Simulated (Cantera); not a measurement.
Feed: 1 mol Cu2O, 2.1 mol CO, 2 mol C, equilibrated at 5200 Pa.

Equilibrium computed with Cantera from the NASA thermochemical tables; the gas is ideal and each condensed phase is pure. Candidate condensed phases: C, Cu, CuO, Cu2O; 15 gas species. The numbers say what is thermodynamically allowed, not how fast it happens.

At 1498 K, list the 3 most abundant gas species with their mole fractions, and the condensed phases.

CO 1.000, Cu 0.000153, CO2 3.51e-5. Condensed: C(graphite) + Cu(l).
